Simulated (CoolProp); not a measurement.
Ethylene along the isotherm 13.45 °C: fugacity coefficient from the reference equation and from simpler models built on Tc = 9.2 °C, pc = 5042 kPa, ω = 0.087; each cubic takes its own stable root.

Model: reference Helmholtz-energy equation of state, Smukala 2000, in CoolProp.

| p (kPa) | phase | reference |
|---|---|---|
| 5600 | supercritical | 0.6431 |
| 11200 | supercritical | 0.3900 |
| 16800 | supercritical | 0.3072 |
| 22400 | supercritical | 0.2696 |
| 28000 | supercritical | 0.2507 |
| 33600 | supercritical | 0.2418 |
| 39200 | supercritical | 0.2390 |
| 44800 | supercritical | 0.2404 |
| 50400 | supercritical | 0.2451 |

Task: How far does each simpler model (van der Waals, Redlich-Kwong, Peng-Robinson) lie from the reference over these 9 states: mean and median of the absolute difference, and the worst?

Result: 
- van der Waals: mean 29.8 %, median 29.7 %, worst +55.9 % at 13.45 °C and 50400 kPa
- Redlich-Kwong: mean 5.0 %, median 5.8 %, worst +7.2 % at 13.45 °C and 50400 kPa
- Peng-Robinson: mean 5.2 %, median 4.7 %, worst -8.9 % at 13.45 °C and 50400 kPa
